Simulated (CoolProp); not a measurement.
The numbers come from the reference Helmholtz-energy equation of state, Thol 2017 in CoolProp.

**Question.** For decamethyltetrasiloxane (MD2M), give the phase and the speed of sound (m/s), isothermal compressibility (1/MPa) at 250.3 K and 0.0101 MPa.

**Answer.** 
- 250.3 K and 0.0101 MPa: liquid; speed of sound 1100, isothermal compressibility 0.00114
